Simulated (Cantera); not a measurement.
An isothermal, constant-pressure homogeneous reactor starts with 1.51 % H2, 79.4 % O2, 19.1 % N2, equivalence ratio 0.0095, at 1350 K and 660 Pa.

Computed with Cantera and the H2/O2 subset of GRI-Mech 3.0, which has no nitrogen chemistry. Radical loss at walls, strong at low pressure, is not modelled.

Predict: x(H2) at 2.00 s; x(O2) at 2.00 s; x(OH) at 2.00 s; x(H2O) at 2.00 s; x(H) at 2.00 s; x(H2O2) at 2.00 s; x(HO2) at 2.00 s.


- x(H2) at 2.00 s: 2.54e-5 (gas-phase equilibrium 4.31e-8)
- x(O2) at 2.00 s: 0.790 (gas-phase equilibrium 0.793)
- x(OH) at 2.00 s: 0.000848 (gas-phase equilibrium 3.51e-5)
- x(H2O) at 2.00 s: 0.0147 (gas-phase equilibrium 0.0152)
- x(H) at 2.00 s: 9.00e-5 (gas-phase equilibrium 6.13e-9)
- x(H2O2) at 2.00 s: 5.89e-9 (gas-phase equilibrium 8.71e-11)
- x(HO2) at 2.00 s: 1.73e-7 (gas-phase equilibrium 1.78e-8)
